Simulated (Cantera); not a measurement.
Input: 1 mol Fe₂O₃, 5.5 mol CO, 0.17 mol H₂, 2 mol C, held at 2275 K and 1.00 bar.

Method: chemical equilibrium by Gibbs-energy minimisation in Cantera with the NASA 1993 tables (ideal gas, pure condensed phases). Candidate condensed phases: C, C₆H₆, C₇H₈, C₈H₁₈, Fe, Fe(CO)₅, FeO, Fe(OH)₂, Fe(OH)₃, Fe₂O₃, Fe₃O₄, H₂O; 114 gas species. Each liquid is taken as pure. Mutual solubility and eutectic melting of coexisting phases are not modelled. The tables' stoichiometric FeO is somewhat more stable than real wüstite, so its field is too wide. FeO: taken at fixed stoichiometry. The numbers say what is thermodynamically allowed, not how fast it happens.

Base state: CO 0.894, CO₂ 0.0783, H₂ 0.0145, H₂O 0.00700, Fe 0.00539, H 0.00102, FeO 9.26e-5, OH 7.69e-5 (mole fractions); condensed: Fe(l) + FeO(l).

Task: What changes in the equilibrium state with this change: temperature from 2275 K to 1298.15 K?

Result: 
```json
[
 {"species": "CO", "before": "0.894", "after": "0.852"},
 {"species": "CO₂", "before": "0.0783", "after": "0.126"},
 {"species": "H₂", "before": "0.0145", "after": "0.0176"},
 {"species": "Fe", "before": "0.00539", "after": "1.04e-9"},
 {"species": "FeO", "before": "9.26e-5", "after": "<1e-9"},
 {"species": "OH", "before": "7.69e-5", "after": "<1e-9"},
 {"species": "Fe(l), mol", "before": "1.62", "after": "0"},
 {"species": "FeO(l), mol", "before": "0.341", "after": "0"},
 {"species": "Fe(γ), mol", "before": "0", "after": "2.00"}
]
```

Task: What changes in the equilibrium state with this change: temperature from 2275 K to 1748.15 K?

Result: 
```tsv
species	before	after
CO	0.894	0.867
CO₂	0.0783	0.111
H₂	0.0145	0.0151
Fe	0.00539	1.35e-5
FeO	9.26e-5	6.24e-8
OH	7.69e-5	7.60e-7
H	0.00102	2.82e-5
H₂O	0.00700	0.00700
Fe(l), mol	1.62	0
FeO(l), mol	0.341	0.0953
Fe(δ), mol	0	1.90
```

Task: What changes in the equilibrium state with this change: H₂ from 0.17 to 2.4 mol?

Result: 
```tsv
species	before	after
CO	0.894	0.710
H₂	0.0145	0.180
H₂O	0.00700	0.0583
CO₂	0.0783	0.0416
Fe	0.00539	0.00539
Fe(OH)₂	8.07e-6	4.50e-5
H	0.00102	0.00361
OH	7.69e-5	0.000182
FeO	9.26e-5	6.19e-5
Fe(l), mol	1.62	1.95
FeO(l), mol	0.341	0
```
